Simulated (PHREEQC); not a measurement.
Solution A (0.0048 mol Cu(BF4)2, 0.16 mol HNO3 and 0.0068 mol H3BO3 per kg of water) is mixed with solution B (0.0087 mol H3PO4 and 0.0014 mol H2SO4 per kg of water) at 25 °C; shares are by mass of water, 1 kg in all. Oxygen is held at 0.21 atm. The system is closed to CO2. The run lets Cu(OH)2, Brochantite, Antlerite, Cu2(OH)3NO3, Cu3(PO4)2:3H2O, Chalcanthite, CuF2:2H2O precipitate or redissolve, and no other solid.

All values are PHREEQC results (ion-association model, wateq4f.dat), not measurements.

Q: Predict pH, BF4- (mol/kgw) at share of solution B = 0.2, 0.5, 0.9, 1.

A: 
```csv
share of solution B,pH,BF4- (mol/kgw)
0.2,0.99,0.00580
0.5,1.18,0.00322
0.9,1.76,0.000205
1,2.19,0
```

Species that the database lacks are ignored. H3PO4, which wateq4f.dat lacks, is added to it with the constant of phreeqc.dat. Real BF4- forms and hydrolyses slowly; the run takes it at equilibrium. The database has no phosphate complexes of Cu.
